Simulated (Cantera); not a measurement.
An isothermal, constant-pressure homogeneous reactor starts with 7.82 % H2, 11.7 % O2, 80.5 % N2, at 1050 K and 11000 Pa.

Computed with Cantera and GRI-Mech 3.0 (53 species, 325 reactions). The temperature is held fixed by assumption; the heat of reaction is taken as removed at once.

x: mole fraction; the columns are a selection and need not sum to one.

| t (s) | x H2 | x O2 | x HO2 | x H2O2 | x NO | x O |
|---|---|---|---|---|---|---|
| 3.00e-6 | 0.0782 | 0.117 | 8.07e-12 | <1e-12 | <1e-12 | <1e-12 |
| 1.00e-5 | 0.0782 | 0.117 | 2.71e-11 | <1e-12 | <1e-12 | 1.26e-12 |
| 3.36e-5 | 0.0782 | 0.117 | 9.16e-11 | <1e-12 | <1e-12 | 1.17e-11 |
| 0.000113 | 0.0782 | 0.117 | 3.21e-10 | <1e-12 | <1e-12 | 1.07e-10 |
| 0.000377 | 0.0782 | 0.117 | 2.04e-9 | 3.15e-12 | <1e-12 | ? |
| 0.00126 | 0.0767 | 0.116 | 7.06e-6 | 3.18e-8 | 4.64e-11 | ? |
| 0.00423 | 0.00166 | 0.0809 | 7.93e-6 | 7.02e-7 | 1.65e-6 | ? |
| 0.0142 | 0.000104 | 0.0807 | 2.91e-6 | 4.23e-7 | 1.68e-6 | ? |
| 0.0475 | 8.29e-6 | 0.0807 | 4.55e-7 | 1.25e-7 | 1.66e-6 | ? |
| 0.159 | 7.14e-7 | 0.0807 | 6.78e-8 | 3.06e-8 | 1.65e-6 | ? |
| 0.532 | 9.46e-8 | 0.0808 | 1.36e-8 | 7.81e-9 | 1.66e-6 | ? |
| 1.78 | 1.99e-8 | 0.0808 | 3.43e-9 | 2.18e-9 | 1.67e-6 | ? |
| 5.97 | 5.11e-9 | 0.0808 | 1.04e-9 | 6.40e-10 | 1.68e-6 | ? |
| 20.0 | 1.46e-9 | 0.0808 | 4.74e-10 | 1.95e-10 | 1.68e-6 | ? |

Problem. Some entries are withheld; supply them.

Solution. 
- 0.000377, x O: 3.94e-9
- 0.00126, x O: 0.000192
- 0.00423, x O: 0.00150
- 0.0142, x O: 6.71e-5
- 0.0475, x O: 5.56e-6
- 0.159, x O: 7.57e-7
- 0.532, x O: 1.50e-7
- 1.78, x O: 3.69e-8
- 5.97, x O: 1.01e-8
- 20.0, x O: 2.95e-9
